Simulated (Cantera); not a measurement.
**Low-pressure radical oxidation in H2/O2**

An isothermal, constant-pressure homogeneous reactor starts with H₂ : O₂ = 0.066 : 1 (molar parts), at 1248 K and 20.0 Torr.

Cantera simulation using the H2/O2 subset of GRI-Mech 3.0, which has no nitrogen chemistry; the numbers are that mechanism's predictions, not measurements. Radical loss at walls, strong at low pressure, is not modelled. The temperature is held fixed by assumption; the heat of reaction is taken as removed at once.

```csv
t (s),x H₂,x O₂,x O,x H₂O₂,x OH,x H₂O
0.00100,0.00881,0.899,0.0282,4.79e-7,0.00782,0.0427
0.00239,0.00114,0.896,0.0350,1.96e-7,0.00451,0.0546
0.00572,0.000844,0.908,0.0251,1.99e-7,0.00389,0.0573
0.0137,0.000442,0.922,0.0127,1.89e-7,0.00283,0.0605
0.0327,0.000144,0.931,0.00407,1.45e-7,0.00162,0.0626
0.0782,3.28e-5,0.935,0.000927,8.34e-8,0.000776,0.0634
0.187,6.88e-6,0.936,0.000196,3.82e-8,0.000358,0.0637
0.447,1.59e-6,0.936,4.57e-5,1.57e-8,0.000173,0.0638
1.07,4.30e-7,0.936,1.24e-5,6.20e-9,9.05e-5,0.0638
2.56,1.34e-7,0.936,3.90e-6,2.46e-9,5.07e-5,0.0639
6.12,4.73e-8,0.936,1.39e-6,1.02e-9,3.02e-5,0.0639
14.6,2.06e-8,0.936,6.04e-7,5.09e-10,1.99e-5,0.0639
35.0,1.40e-8,0.936,4.12e-7,3.76e-10,1.65e-5,0.0639
83.6,1.35e-8,0.936,3.97e-7,3.66e-10,1.62e-5,0.0639
200,1.35e-8,0.936,3.97e-7,3.66e-10,1.62e-5,0.0639
```
x: mole fraction; the columns are a selection and need not sum to one.

Equilibrium at this temperature and pressure: H₂ 1.35e-8, O₂ 0.936, O 3.97e-7, H₂O₂ 3.66e-10, OH 1.62e-5, H₂O 0.0639 (gas phase only).
